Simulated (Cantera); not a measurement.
Input: 1 mol MgO, 0.38 mol HI, 0.96 mol H₂, at 110000 Pa.

These are equilibrium values from Cantera (NASA tables, ideal gas, pure condensed phases), not measurements of a reactor. Candidate condensed phases: H₂O, I₂, Mg, MgI₂, MgO, Mg(OH)₂; 20 gas species. Equilibrium is a limit: real reactors are often held back by kinetics, nucleation or transport.

### Question
Which condensed phases are stable at each of these points (T (°C)): 527, 577, 627, 677, 727, 777, 827, 877, 927, 977, 1027, 1077, 1127?

### Answer
```tsv
T (°C)	condensed phases	Mg condensed (%)
527	MgI₂(s) + MgO(s)	100.0
577	MgO(s)	99.9
627	MgO(s)	99.9
677	MgO(s)	99.9
727	MgO(s)	99.8
777	MgO(s)	99.7
827	MgO(s)	99.5
877	MgO(s)	99.4
927	MgO(s)	99.2
977	MgO(s)	98.9
1027	MgO(s)	98.7
1077	MgO(s)	98.4
1127	MgO(s)	98.1
```

At 527 °C the condensed part is MgI₂(s) + MgO(s). From 577 °C to 1127 °C the condensed part is MgO(s).
